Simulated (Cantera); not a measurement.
# Al(CH3)3 + O2 + H2 (aluminium nitride and oxide growth)

Charge: 1 mol Al(CH3)3, 29 mol O2, 1.5 mol H2, at 0.100 bar.

Method: chemical equilibrium by Gibbs-energy minimisation in Cantera with the NASA 1993 tables (ideal gas, pure condensed phases). Candidate condensed phases: Al, Al2O3, C, C6H6, C7H8, C8H18, H2O; 121 gas species. The feed counts by its element totals alone. Gases not in the tables: Al(OH)3. Kinetics and transport are ignored.

From 875 K to 2075 K the condensed part is Al2O3(s).

```json
[
 {"T (K)": "875", "x O2": "0.712", "x H2O": "0.192", "x CO2": "0.0960", "x OH": "2.36e-8", "n Al2O3(s)": "0.500"},
 {"T (K)": "975", "x O2": "0.712", "x H2O": "0.192", "x CO2": "0.0960", "x OH": "2.33e-7", "n Al2O3(s)": "0.500"},
 {"T (K)": "1075", "x O2": "0.712", "x H2O": "0.192", "x CO2": "0.0960", "x OH": "1.50e-6", "n Al2O3(s)": "0.500"},
 {"T (K)": "1175", "x O2": "0.712", "x H2O": "0.192", "x CO2": "0.0960", "x OH": "7.07e-6", "n Al2O3(s)": "0.500"},
 {"T (K)": "1275", "x O2": "0.712", "x H2O": "0.192", "x CO2": "0.0960", "x OH": "2.61e-5", "n Al2O3(s)": "0.500"},
 {"T (K)": "1375", "x O2": "0.712", "x H2O": "0.192", "x CO2": "0.0960", "x OH": "7.98e-5", "n Al2O3(s)": "0.500"},
 {"T (K)": "1475", "x O2": "0.712", "x H2O": "0.192", "x CO2": "0.0960", "x OH": "0.000210", "n Al2O3(s)": "0.500"},
 {"T (K)": "1575", "x O2": "0.712", "x H2O": "0.192", "x CO2": "0.0960", "x OH": "0.000487", "n Al2O3(s)": "0.500"},
 {"T (K)": "1675", "x O2": "0.711", "x H2O": "0.191", "x CO2": "0.0960", "x OH": "0.00102", "n Al2O3(s)": "0.500"},
 {"T (K)": "1775", "x O2": "0.711", "x H2O": "0.191", "x CO2": "0.0959", "x OH": "0.00197", "n Al2O3(s)": "0.500"},
 {"T (K)": "1875", "x O2": "0.710", "x H2O": "0.190", "x CO2": "0.0957", "x OH": "0.00354", "n Al2O3(s)": "0.500"},
 {"T (K)": "1975", "x O2": "0.708", "x H2O": "0.188", "x CO2": "0.0954", "x OH": "0.00598", "n Al2O3(s)": "0.500"},
 {"T (K)": "2075", "x O2": "0.705", "x H2O": "0.186", "x CO2": "0.0947", "x OH": "0.00957", "n Al2O3(s)": "0.500"}
]
```
x: gas mole fraction; n: condensed amount in mol.
